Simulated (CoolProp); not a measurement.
Vapour-liquid equilibrium of p-xylene (1) + n-decane (2) at 0.0357 MPa; x and y are mole fractions of (1).

Values from CoolProp's multi-fluid Helmholtz-energy mixture model, Zhou 2012 and Lemmon 2006; pair parameters Bell 2016.

```
x     bubble temperature (°C)  y at the bubble point  dew temperature at overall composition x (°C)  liquid density (mol/L)
----  -----------------------  ---------------------  ---------------------------------------------  ----------------------
0.05                    134.2                  0.134                                     (withheld)                   4.580
0.2                (withheld)                  0.427                                          132.6                   4.913
0.35                    120.4                  0.617                                          128.7                   5.274
0.5                     115.4                  0.749                                          124.3                   5.673
0.65                    111.2                  0.845                                          119.2                   6.119
0.8                     107.5             (withheld)                                          113.2                   6.623
0.95                    104.2                  0.982                                          106.0                   7.200
```

Task: Some entries are withheld; supply them.

Result: 
- 0.05, dew temperature at overall composition x (°C): 136.1
- 0.2, bubble temperature (°C): 126.5
- 0.8, y at the bubble point: 0.921

No azeotrope shows between x = 0.05 and 0.95.

Pair parameters are fitted to limited data, so mixtures are less certain than the pure fluids.
